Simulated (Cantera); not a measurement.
Cantera run:

```python
import numpy as np
import cantera as ct

gas_names = """
    F F2 H HF H2 H2F2 H3F3 H4F4 H5F5 H6F6 H7F7 Si SiF SiF2 SiF3 SiF4 SiH SiHF3 SiH2 SiH2F2 SiH3 SiH3F
    SiH4 Si2 Si3
""".split()
cond_names = """
    Si(cr) Si(L)
""".split()


# ... load() reads the species with a 1 bar reference pressure and builds the phases ...
atoms = {
    'Si': {'Si': 1},
    'HF': {'H': 1, 'F': 1},
    'H2': {'H': 2},
}
top_T = {}  # K; cautious upper limits of use, not melting points


# ... equilibrate(T, P, feed) seeds the gas with the atoms and calls Mixture.equilibrate('TP', solver="vcs", rtol=1e-11, max_steps=5000) ...
results = []
feed = {'Si': 1, 'HF': 8.6, 'H2': 0.25}  # mol
T = 600  # K
P = 1333.22  # Pa
mix = equilibrate(T, P, feed)
results.append((T, P, feed, dict(zip(mix.species_names, mix.species_moles))))
print(gas.report(threshold=0.001))
for i in range(1, mix.n_phases):
    print(f"{mix.phase(i).name:16s} {mix.phase_moles(i):12.5e} mol")
```

It prints:

```
       temperature   600 K
          pressure   1333.2 Pa
           density   0.0068308 kg/m^3
  mean mol. weight   25.56 kg/kmol
   phase of matter   gas

                          1 kg             1 kmol
                     ---------------   ---------------
          enthalpy       -1.3868e+07       -3.5446e+08  J
   internal energy       -1.4063e+07       -3.5945e+08  J
           entropy            9558.3        2.4431e+05  J/K
    Gibbs function       -1.9603e+07       -5.0104e+08  J
 heat capacity c_p            1467.2             37500  J/K
 heat capacity c_v            1141.9             29186  J/K

                      mass frac. Y      mole frac. X     chem. pot. / RT
                     ---------------   ---------------   ---------------
                HF           0.45867           0.58598           -81.075
                H2          0.022607           0.28662           -21.973
              SiF4           0.51872           0.12739           -366.04
     [  +22 minor]         3.029e-06        1.9349e-06

Si(cr)            0.00000e+00 mol
```

Equilibrium computed with Cantera from the NASA thermochemical tables; the gas is ideal and each condensed phase is pure.
